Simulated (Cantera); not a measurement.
Feed: 1 mol AlN, 0.29 mol H2, equilibrated at 1775 K.

Method: chemical equilibrium by Gibbs-energy minimisation in Cantera with the NASA 1993 tables (ideal gas, pure condensed phases). Candidate condensed phases: Al, AlN; 13 gas species. Kinetics and transport are ignored.

**Question.** What share of the Al ends up in condensed phases as a function of P (Pa), at 1, 7.20, 52, 370, 2700, 19000, 140000, 1000000?

**Answer.** 
| P (Pa) | Al condensed (%) | as |
|---|---|---|
| 1 | 0.0 | - |
| 7.20 | 23.5 | AlN(s) |
| 52 | 97.6 | AlN(s) |
| 370 | 99.7 | AlN(s) |
| 2700 | 100.0 | AlN(s) |
| 19000 | 100.0 | AlN(s) |
| 140000 | 100.0 | AlN(s) |
| 1000000 | 100.0 | AlN(s) |
